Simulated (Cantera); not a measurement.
## Equilibrium for sublimation and decomposition of ceramics: MgO + C + H2

Charge: 1 mol MgO, 0.072 mol C, 0.052 mol H2, equilibrated at 23.0 Pa.

Method: chemical equilibrium by Gibbs-energy minimisation in Cantera with the NASA 1993 tables (ideal gas, pure condensed phases). Candidate condensed phases: C, C6H6, C7H8, C8H18, H2O, Mg, MgCO3, MgO, Mg(OH)2; 139 gas species. Ions and electrons are included (thermal ionisation). The tables' values for MgH are old estimates; treat these amounts as uncertain. Rates play no part.

| T (°C) | x Mg | x O | x CO | x e- | x Mg+ | x H2 | x O2 | x H | x CO2 | x H2O | x OH | x C | n MgO(s) |
|---|---|---|---|---|---|---|---|---|---|---|---|---|---|
| 1727 | 0.387 | 0.000143 | 0.329 | 1.47e-7 | 1.47e-7 | 0.190 | 1.05e-5 | 0.0468 | 0.0123 | 0.0325 | 0.000797 | <1e-12 | 0.918 |
| 1977 | 0.529 | 0.0734 | 0.0959 | 2.34e-6 | 2.34e-6 | 0.0157 | 0.0910 | 0.0613 | 0.0520 | 0.0463 | 0.0272 | <1e-12 | 0.739 |
| 2227 | 0.523 | 0.289 | 0.0338 | 1.91e-5 | 1.91e-5 | 0.000737 | 0.0917 | 0.0450 | 0.00421 | 0.000569 | 0.00720 | <1e-12 | 0 |
| 2477 | 0.485 | 0.409 | 0.0344 | 0.000104 | 0.000104 | 0.000117 | 0.0194 | 0.0488 | 0.000594 | 1.38e-5 | 0.00155 | 1.53e-11 | 0 |
| 2727 | 0.476 | 0.435 | 0.0343 | 0.000440 | 0.000440 | 2.24e-5 | 0.00340 | 0.0493 | 9.13e-5 | 4.41e-7 | 0.000323 | 7.74e-10 | 0 |
| 2977 | 0.473 | 0.439 | 0.0342 | 0.00151 | 0.00151 | 5.43e-6 | 0.000710 | 0.0493 | 1.80e-5 | 2.25e-8 | 8.11e-5 | 2.25e-8 | 0 |
| 3227 | 0.469 | 0.439 | 0.0341 | 0.00437 | 0.00437 | 1.60e-6 | 0.000182 | 0.0492 | 4.44e-6 | 1.72e-9 | 2.44e-5 | 4.10e-7 | 0 |
| 3477 | 0.459 | 0.436 | 0.0338 | 0.0110 | 0.0110 | 5.47e-7 | 5.54e-5 | 0.0489 | 1.31e-6 | 1.83e-10 | 8.54e-6 | 5.08e-6 | 0 |
| 3727 | 0.439 | 0.430 | 0.0333 | 0.0244 | 0.0244 | 2.10e-7 | 1.92e-5 | 0.0482 | 4.44e-7 | 2.50e-11 | 3.34e-6 | 4.61e-5 | 0 |
| 3977 | 0.404 | 0.420 | 0.0322 | 0.0484 | 0.0484 | 8.82e-8 | 7.36e-6 | 0.0470 | 1.66e-7 | 4.14e-12 | 1.42e-6 | 0.000321 | 0 |
| 4227 | 0.348 | 0.404 | 0.0295 | 0.0859 | 0.0859 | 3.91e-8 | 3.04e-6 | 0.0451 | 6.40e-8 | <1e-12 | 6.41e-7 | 0.00173 | 0 |
| 4477 | 0.271 | 0.385 | 0.0227 | 0.136 | 0.136 | 1.80e-8 | 1.33e-6 | 0.0424 | 2.25e-8 | <1e-12 | 3.01e-7 | 0.00663 | 0 |
| 4727 | 0.186 | 0.365 | 0.0121 | 0.191 | 0.191 | 8.56e-9 | 6.25e-7 | 0.0392 | 5.86e-9 | <1e-12 | 1.48e-7 | 0.0151 | 0 |
x: gas mole fraction; n: condensed amount in mol.

From 1727 °C to 1977 °C the condensed part is MgO(s). From 2227 °C to 4727 °C nothing is condensed. The main Mg-bearing gas is Mg at 1727 °C and Mg+ at 4727 °C.
